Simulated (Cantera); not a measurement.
Charge: 1 mol FeS2, 2 mol H2S, 0.87 mol CO2, held at 4280 Torr.

Cantera equilibrium calculation (NASA polynomials, part measured and part estimated; ideal gas, pure solids and liquids). Candidate condensed phases: C, C6H6, C7H8, C8H18, Fe, Fe(CO)5, FeO, Fe(OH)2, Fe(OH)3, FeS, FeSO4, FeS2, Fe2O3, Fe2(SO4)3, Fe3O4, H2O, H2SO4, S; 127 gas species. FeS: taken at fixed stoichiometry. Kinetics and transport are ignored. All values below are at 1673 K.

Base state: S2 0.255, H2S 0.240, H2O 0.156, CO 0.151, H2 0.116, CO2 0.0613, COS 0.0107, SH 0.00515 (mole fractions); condensed: FeS(l).

Question: What changes in the equilibrium state with this change: pressure from 4280 Torr to 120 Torr?

Answer: 
```tsv
species	before	after
S2	0.255	0.305
H2	0.116	0.227
CO	0.151	0.169
H2S	0.240	0.0859
COS	0.0107	0.00219
CO2	0.0613	0.0359
H2O	0.156	0.159
CS2	0.000440	3.16e-5
H	1.63e-5	0.000136
S	5.21e-5	0.000340
SO	0.000550	0.00188
SO2	0.00259	0.00464
FeS(l), mol	1.000	1.000
```
